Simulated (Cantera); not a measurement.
# Adiabatic ignition

An adiabatic, constant-volume homogeneous reactor starts with CH4 : H2 : O2 : N2 : H2O = 1 : 0.14 : 6.27 : 38.9 : 1.9 (molar parts), equivalence ratio 0.33, at 1725 K and 0.987 atm.

Model: GRI-Mech 3.0 (53 species, 325 reactions), integrated in Cantera.

```json
[
 {"t (s)": "9.00e-6", "T (K)": "1725", "P (bar)": "1.000", "x CH4": "0.0207", "x H2": "0.00290", "x O2": "0.130", "x C2H": "<1e-12", "x HCN": "<1e-12"},
 {"t (s)": "2.37e-5", "T (K)": "1725", "P (bar)": "1.000", "x CH4": "0.0207", "x H2": "0.00290", "x O2": "0.130", "x C2H": "<1e-12", "x HCN": "<1e-12"},
 {"t (s)": "6.24e-5", "T (K)": "1725", "P (bar)": "1.00", "x CH4": "0.0205", "x H2": "0.00290", "x O2": "0.130", "x C2H": "<1e-12", "x HCN": "1.04e-12"},
 {"t (s)": "0.000164", "T (K)": "1997", "P (bar)": "1.17", "x CH4": "0.000611", "x H2": "0.00600", "x O2": "0.0966", "x C2H": "1.57e-7", "x HCN": "4.67e-7"},
 {"t (s)": "0.000433", "T (K)": "2227", "P (bar)": "1.30", "x CH4": "<1e-12", "x H2": "0.00107", "x O2": "0.0852", "x C2H": "<1e-12", "x HCN": "<1e-12"},
 {"t (s)": "0.00114", "T (K)": "2271", "P (bar)": "1.32", "x CH4": "<1e-12", "x H2": "0.000443", "x O2": "0.0859", "x C2H": "<1e-12", "x HCN": "<1e-12"},
 {"t (s)": "0.00300", "T (K)": "2271", "P (bar)": "1.32", "x CH4": "<1e-12", "x H2": "0.000427", "x O2": "0.0858", "x C2H": "<1e-12", "x HCN": "<1e-12"},
 {"t (s)": "0.00790", "T (K)": "2271", "P (bar)": "1.32", "x CH4": "<1e-12", "x H2": "0.000425", "x O2": "0.0856", "x C2H": "<1e-12", "x HCN": "<1e-12"},
 {"t (s)": "0.0208", "T (K)": "2268", "P (bar)": "1.32", "x CH4": "<1e-12", "x H2": "0.000420", "x O2": "0.0852", "x C2H": "<1e-12", "x HCN": "<1e-12"},
 {"t (s)": "0.0548", "T (K)": "2263", "P (bar)": "1.31", "x CH4": "<1e-12", "x H2": "0.000411", "x O2": "0.0842", "x C2H": "<1e-12", "x HCN": "<1e-12"},
 {"t (s)": "0.144", "T (K)": "2255", "P (bar)": "1.31", "x CH4": "<1e-12", "x H2": "0.000397", "x O2": "0.0827", "x C2H": "<1e-12", "x HCN": "<1e-12"},
 {"t (s)": "0.380", "T (K)": "2250", "P (bar)": "1.31", "x CH4": "<1e-12", "x H2": "0.000388", "x O2": "0.0817", "x C2H": "<1e-12", "x HCN": "<1e-12"},
 {"t (s)": "1.00", "T (K)": "2250", "P (bar)": "1.30", "x CH4": "<1e-12", "x H2": "0.000387", "x O2": "0.0816", "x C2H": "<1e-12", "x HCN": "<1e-12"}
]
```
x: mole fraction; the columns are a selection and need not sum to one.

```yaml
time_of_steepest_temperature_rise: 0.161 ms
temperature at 1.00 s: 2250 K
equilibrium_temperature: 2250 K
x(CH4) at 1.00 s: <1e-12 (gas-phase equilibrium <1e-12)
x(H2) at 1.00 s: 0.000387 (gas-phase equilibrium 0.000387)
x(O2) at 1.00 s: 0.0816 (gas-phase equilibrium 0.0816)
```
